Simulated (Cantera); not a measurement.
A perfectly stirred reactor is fed with 11.3 % CH4, 0.419 % C2H6, 18.6 % O2, 69.7 % N2, at 0.987 atm; it is adiabatic with a 350 K inlet, and is followed from long to short residence time, starting on the burning branch (τ in s: 0.38, 0.1, 0.029, 0.0079, 0.0022, 0.00059, 0.00016, 4.4e-05, 1.2e-05, 3.3e-06).

Model: GRI-Mech 3.0 (53 species, 325 reactions), integrated in Cantera.

x: mole fraction; the columns are a selection and need not sum to one.

```tsv
τ (s)	T (K)	x CH4	x C2H6	x O2	x NO	x C2H2
0.38	2091	1.89e-5	(withheld)	4.59e-5	0.000164	9.21e-7
0.10	2084	3.05e-5	(withheld)	0.000112	0.000222	2.06e-6
0.029	2074	4.57e-5	(withheld)	0.000255	0.000261	3.65e-6
0.0079	2057	8.03e-5	(withheld)	0.000605	0.000278	6.67e-6
0.0022	2032	0.000176	(withheld)	0.00142	0.000263	1.49e-5
0.00059	1994	0.000517	(withheld)	0.00373	0.000199	5.07e-5
0.00016	350	0.113	0.00419	0.186	<1e-12	<1e-12
4.4e-5	350	0.113	0.00419	0.186	<1e-12	<1e-12
1.2e-5	350	0.113	0.00419	0.186	<1e-12	<1e-12
3.3e-6	350	0.113	0.00419	0.186	<1e-12	<1e-12
```

Problem. Some entries are withheld; supply them.

Solution. 
- 0.38, x C2H6: 1.21e-8
- 0.10, x C2H6: 3.95e-8
- 0.029, x C2H6: 1.12e-7
- 0.0079, x C2H6: 3.24e-7
- 0.0022, x C2H6: 9.68e-7
- 0.00059, x C2H6: 3.50e-6
